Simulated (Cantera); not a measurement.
Input: 1 mol NF₃, 5.5 mol H₂O, 0.19 mol N₂, held at 0.0810 bar.

Method: chemical equilibrium by Gibbs-energy minimisation in Cantera with the NASA 1993 tables (ideal gas, pure condensed phases). Candidate condensed phases: H₂O; 40 gas species. The numbers say what is thermodynamically allowed, not how fast it happens.

x: gas mole fraction; nothing condenses.

```tsv
T (K)	x H₂O	x HF	x O₂	x N₂	x OH	x H₂	x O	x H
1850	0.471	0.355	0.0876	0.0812	0.00303	0.000474	0.000201	4.12e-5
1925	0.470	0.355	0.0872	0.0810	0.00456	0.000895	0.000382	0.000101
2000	0.467	0.354	0.0867	0.0807	0.00665	0.00161	0.000692	0.000229
2075	0.464	0.354	0.0860	0.0804	0.00942	0.00277	0.00120	0.000493
2150	0.459	0.353	0.0853	0.0800	0.0130	0.00457	0.00201	0.00100
2225	0.452	0.351	0.0846	0.0795	[?]	[?]	[?]	[?]
2300	0.442	0.349	0.0840	0.0788	[?]	[?]	[?]	[?]
2375	0.428	0.347	0.0834	0.0780	0.0295	0.0164	0.00769	0.00634
2450	0.410	0.343	0.0830	0.0768	0.0371	0.0233	0.0114	0.0108
```

### Question
What belongs in the gaps?

### Answer

- 2225, x OH: 0.0175
- 2225, x H₂: 0.00726
- 2225, x O: 0.00323
- 2225, x H: 0.00194
- 2300, x OH: 0.0230
- 2300, x H₂: 0.0111
- 2300, x O: 0.00506
- 2300, x H: 0.00358
